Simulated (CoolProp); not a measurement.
Vapour-liquid equilibrium of R143a (1) + fluoroethane (R161) (2) at 2.47 bar; x and y are mole fractions of (1).

Values from CoolProp's multi-fluid Helmholtz-energy mixture model, Lemmon and Jacobsen 2000 and Wu 2012; pair parameters Bell 2016.

```csv
x,bubble temperature (K),y at the bubble point,dew temperature at overall composition x (K),liquid density (mol/L)
0.05,256.3,0.074,256.5,16.17
0.125,255.3,0.176,255.8,15.90
0.2,254.3,0.270,255.0,15.64
0.275,253.4,0.357,254.3,15.39
0.35,252.6,0.439,253.5,15.14
0.425,251.8,0.516,252.7,14.89
0.5,251.0,0.589,252.0,14.65
0.575,250.3,0.658,251.2,14.42
0.65,249.6,0.724,250.4,14.19
0.725,249.0,0.787,249.6,13.96
0.8,248.3,0.848,248.8,13.74
0.875,247.7,0.907,248.0,13.53
0.95,247.1,0.963,247.2,13.32
```

No azeotrope shows between x = 0.05 and 0.95.

The pair parameters rest on a limited set of measurements; away from them the model extrapolates.
